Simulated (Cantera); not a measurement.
A closed system holds: 1 mol SiCl4, 1 mol C2H2, 110 mol H2, at 2.10 mbar.

Equilibrium computed with Cantera from the NASA thermochemical tables; the gas is ideal and each condensed phase is pure. Candidate condensed phases: C, C6H6, C7H8, C8H18, Si, SiC; 109 gas species. The tables' values for SiCl are old estimates; treat these amounts as uncertain. Gases not in the tables: Si2H6 and higher silanes. Rates play no part.

x: gas mole fraction; n: condensed amount in mol.

```csv
T (K),x H2,x H,x HCl,x Cl,n C(graphite),n SiC(s)
973,0.964,2.32e-8,0.0353,8.00e-10,0.973,0.998
1173,0.965,2.53e-6,0.0354,8.11e-8,0.996,0.999
1373,0.965,7.14e-5,0.0354,2.17e-6,1.00,0.998
1573,0.964,0.000871,0.0353,2.53e-5,1.000,0.995
1773,0.959,0.00608,0.0349,0.000170,0.982,0.987
1973,0.935,0.0285,0.0337,0.000768,0.972,0.882
2173,0.859,0.0976,0.0305,0.00252,?,0
2373,0.702,0.255,0.0241,0.00628,?,0
2573,0.456,0.506,0.0146,0.0114,?,0
```

### Question
What belongs in the gaps?

### Answer

- 2173, n C(graphite): 1.37
- 2373, n C(graphite): 0.528
- 2573, n C(graphite): 0
